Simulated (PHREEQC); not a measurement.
# Acid rinse or clean (model solution)

A solution holds 0.042 mol H2SO4 and 0.0042 mol CuSO4 per kg of water, at 25 °C. Closed to the air; pH follows from the charge balance.

Model: ion-association model, phreeqc.dat, run in PHREEQC.

Each row changes one thing in this solution. Precipitation was switched off in this run.

```tsv
case	pH	ionic strength (mol/kgw)	HSO4- (mol/kgw)	SO4-2 (mol/kgw)
as made	1.35	0.0755	0.0309	0.0140
diluted 10-fold with water	2.20	…	0.00141	0.00312
CuSO4 from 0.0042 to 0.00378 mol/kgw	1.35	0.0747	0.0307	0.0138
H2SO4 from 0.042 to 0.0042 mol/kgw	2.24	0.0210	0.00196	0.00531
0.053 mol/kgw Na2SO4 added	1.54	…	…	0.0428
0.0031 mol/kgw KCl added	1.35	0.0788	0.0307	0.0140
CuSO4 left out	1.34	0.0671	0.0295	0.0125
H2SO4 from 0.042 to 0.063 mol/kgw	1.20	0.102	…	0.0168
```

### Question
What belongs in the gaps?

### Answer

- diluted 10-fold with water, ionic strength (mol/kgw): 0.0111
- 0.053 mol/kgw Na2SO4 added, ionic strength (mol/kgw): 0.185
- 0.053 mol/kgw Na2SO4 added, HSO4- (mol/kgw): 0.0481
- H2SO4 from 0.042 to 0.063 mol/kgw, HSO4- (mol/kgw): 0.0491
